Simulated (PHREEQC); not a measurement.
Model water analysis in mmol/kgw, 60 °C, pH 6.43, pe 12.3:

```tsv
constituent	mmol/kgw
Na	564
K	0.56
Ca	6.58
Mg	18.8
Cl	585
S(6)	4.56
Alkalinity (meq/kgw)	0.277
B	0.91
```

Valence states are taken as typed.

All values are PHREEQC results (ion-association model, wateq4f.dat), not measurements.

Precipitation was switched off in this run.

### Question
Order these C species by the share of C that they hold, largest first: NaHCO3, MgHCO3+, CaHCO3+, HCO3-, CO2.

### Answer
HCO3- (60 %), CO2 (26 %), NaHCO3 (7.5 %), MgHCO3+ (4.7 %), CaHCO3+ (1.5 %)

### Question
Order these S species by the share of S that they hold, largest first: CaSO4, NaSO4-, SO4-2, MgSO4.

### Answer
SO4-2 (49 %), NaSO4- (30 %), MgSO4 (18 %), CaSO4 (2.9 %)

The pH is 6.43 and the ionic strength 0.628 mol/kgw. Species that the database lacks are ignored. Constants without temperature data keep their 25 °C values here.
